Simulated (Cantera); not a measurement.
An isothermal, constant-pressure homogeneous reactor starts with 0.507 % H₂, 99.5 % O₂, equivalence ratio 0.0026, at 900 K and 27.8 Torr.

Model: the H2/O2 subset of GRI-Mech 3.0, which has no nitrogen chemistry, integrated in Cantera. Radical loss at walls, strong at low pressure, is not modelled. Below about 950 K walls govern HO2 and H2O2 in real vessels.

x: mole fraction; the columns are a selection and need not sum to one.

```json
[
 {"t (s)": "0.000100", "x H₂": "0.00507", "x O₂": "0.995", "x HO₂": "<1e-12", "x H": "<1e-12", "x OH": "<1e-12"},
 {"t (s)": "0.000374", "x H₂": "0.00507", "x O₂": "0.995", "x HO₂": "2.65e-12", "x H": "<1e-12", "x OH": "1.52e-12"},
 {"t (s)": "0.00140", "x H₂": "0.00507", "x O₂": "0.995", "x HO₂": "1.11e-11", "x H": "2.66e-12", "x OH": "9.00e-12"},
 {"t (s)": "0.00523", "x H₂": "0.00507", "x O₂": "0.995", "x HO₂": "1.20e-10", "x H": "6.47e-11", "x OH": "2.59e-10"},
 {"t (s)": "0.0196", "x H₂": "0.00499", "x O₂": "0.995", "x HO₂": "4.78e-6", "x H": "6.08e-6", "x OH": "2.29e-5"},
 {"t (s)": "0.0731", "x H₂": "?", "x O₂": "0.995", "x HO₂": "2.04e-6", "x H": "2.95e-6", "x OH": "3.72e-5"},
 {"t (s)": "0.273", "x H₂": "?", "x O₂": "0.995", "x HO₂": "4.28e-7", "x H": "9.25e-8", "x OH": "8.21e-6"},
 {"t (s)": "1.02", "x H₂": "?", "x O₂": "0.995", "x HO₂": "1.05e-7", "x H": "4.52e-9", "x OH": "2.74e-6"},
 {"t (s)": "3.82", "x H₂": "?", "x O₂": "0.995", "x HO₂": "1.92e-8", "x H": "2.02e-10", "x OH": "1.00e-6"},
 {"t (s)": "14.3", "x H₂": "?", "x O₂": "0.995", "x HO₂": "2.57e-9", "x H": "8.05e-12", "x OH": "3.62e-7"},
 {"t (s)": "53.5", "x H₂": "8.32e-10", "x O₂": "0.995", "x HO₂": "3.84e-10", "x H": "<1e-12", "x OH": "1.40e-7"},
 {"t (s)": "200", "x H₂": "6.23e-12", "x O₂": "0.995", "x HO₂": "8.55e-11", "x H": "<1e-12", "x OH": "6.31e-8"}
]
```

Complete the blanks.


- 0.0731, x H₂: 0.000151
- 0.273, x H₂: 2.39e-5
- 1.02, x H₂: 4.22e-6
- 3.82, x H₂: 5.18e-7
- 14.3, x H₂: 3.39e-8
